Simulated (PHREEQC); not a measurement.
Solution (25 °C): 1.4 mmol/kgw H3PO4 and 16 mmol/kgw Na2HPO4. Closed to the air; pH follows from the charge balance.

Computed with PHREEQC (ion-association model, wateq4f.dat).

No solid was allowed to form.

Task: Order these P species by the share of P that they hold, largest first: NaHPO4-, H2PO4-, HPO4-2.

Result: HPO4-2 (82 %), H2PO4- (16 %), NaHPO4- (2.4 %)

The pH is 7.67 and the ionic strength 0.0458 mol/kgw. H3PO4, which wateq4f.dat lacks, is added to it with the constant of phreeqc.dat.
